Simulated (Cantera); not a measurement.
A perfectly stirred reactor is fed with 47.4 % N2O, 0.431 % H2, 52.2 % N2, at 6400 Pa; it is held at 1400 K, and followed from long to short residence time.

Model: GRI-Mech 3.0 (53 species, 325 reactions), integrated in Cantera. GRI-Mech 3.0 was tuned for natural gas; its chemistry of N2O as a main component is partial and can be far from experiment. The temperature is held fixed by assumption; the heat of reaction is taken as removed at once.

x: mole fraction; the columns are a selection and need not sum to one.

| τ (s) | x N2O | x H2 | x H2O2 | x N2 | x H |
|---|---|---|---|---|---|
| 0.65 | 0.258 | … | 7.61e-10 | 0.637 | 1.48e-7 |
| 0.33 | 0.332 | … | 1.04e-9 | 0.598 | 1.95e-7 |
| 0.16 | 0.391 | … | 1.84e-9 | 0.567 | 3.01e-7 |
| 0.082 | 0.426 | … | 3.90e-9 | 0.549 | 4.93e-7 |
| 0.041 | 0.447 | … | 9.37e-9 | 0.537 | 8.60e-7 |
| 0.020 | 0.459 | … | 2.08e-8 | 0.531 | 1.52e-6 |
| 0.010 | 0.466 | … | 3.52e-8 | 0.527 | 2.48e-6 |
| 0.0051 | 0.469 | … | 4.46e-8 | 0.525 | 3.58e-6 |
| 0.0026 | 0.471 | … | 4.37e-8 | 0.524 | 4.37e-6 |
| 0.0013 | 0.473 | … | 3.06e-8 | 0.523 | 4.25e-6 |
| 0.00064 | 0.474 | … | 1.20e-8 | 0.522 | 3.15e-6 |

What belongs in the gaps?


- 0.65, x H2: 5.33e-5
- 0.33, x H2: 0.000100
- 0.16, x H2: 0.000190
- 0.082, x H2: 0.000335
- 0.041, x H2: 0.000582
- 0.020, x H2: 0.000988
- 0.010, x H2: 0.00156
- 0.0051, x H2: 0.00226
- 0.0026, x H2: 0.00302
- 0.0013, x H2: 0.00368
- 0.00064, x H2: 0.00408
